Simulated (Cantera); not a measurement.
Charge: 1 mol HMDSO, 5.5 mol O₃, equilibrated at 1250 °C and 370 Pa.

Method: chemical equilibrium by Gibbs-energy minimisation in Cantera with the NASA 1993 tables (ideal gas, pure condensed phases). Candidate condensed phases: C, C₆H₆, C₇H₈, C₈H₁₈, H₂O, Si, SiC, SiO₂; 123 gas species. The feed counts by its element totals alone. The tables hold silica as quartz up to 1696 K and as liquid above; real silica turns to tridymite and cristobalite and melts near 1996 K. Kinetics and transport are ignored.

Base state: H₂O 0.358, CO 0.258, H₂ 0.242, CO₂ 0.142, H 0.000187 (mole fractions); condensed: SiO₂(β-quartz).

What changes in the equilibrium state with this change: O₃ from 5.5 to 3.4 mol?


| species | before | after |
|---|---|---|
| H₂ | 0.242 | 0.537 |
| CO | 0.258 | 0.383 |
| H₂O | 0.358 | 0.0632 |
| CO₂ | 0.142 | 0.0168 |
| H | 0.000187 | 0.000278 |
| SiO₂(β-quartz), mol | 2.00 | 2.00 |
